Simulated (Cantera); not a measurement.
Equilibrium for fluorocarbon and chlorocarbon gases: CH3Cl + H2

Charge: 1 mol CH3Cl, 0.6 mol H2, at 1.00 bar.

Method: chemical equilibrium by Gibbs-energy minimisation in Cantera with the NASA 1993 tables (ideal gas, pure condensed phases). Candidate condensed phases: C, C6H6, C7H8, C8H18; 91 gas species. Equilibrium is a limit: real reactors are often held back by kinetics, nucleation or transport.

```tsv
T (K)	x H2	x HCl	x H	x Cl	x C2H2 (acetylene)	x C2H	x C4H2	n C(graphite)
2475	0.597	0.372	0.0174	0.00768	0.00580	1.15e-5	2.33e-5	0.969
2550	0.590	0.367	0.0240	0.0105	0.00785	2.54e-5	4.32e-5	0.957
2625	0.581	0.362	0.0324	0.0141	0.0104	5.34e-5	7.69e-5	0.943
2700	0.570	0.354	0.0429	0.0185	0.0135	0.000107	0.000132	0.925
2775	0.557	0.345	0.0559	0.0239	0.0171	0.000207	0.000218	0.902
2850	0.541	0.334	0.0716	0.0304	0.0213	0.000385	0.000348	0.875
2925	0.522	0.321	0.0901	0.0380	0.0260	0.000690	0.000539	0.841
3000	0.501	0.307	0.112	0.0466	0.0311	0.00119	0.000808	0.801
3075	0.476	0.290	0.136	0.0563	0.0366	0.00200	0.00117	0.752
```
x: gas mole fraction; n: condensed amount in mol.

From 2475 K to 3075 K the condensed part is C(graphite). The main C-bearing gas is C2H2 (acetylene) throughout. The share of C in condensed phases is highest at 2475 K (96.9 %) and lowest at 3075 K (75.2 %).
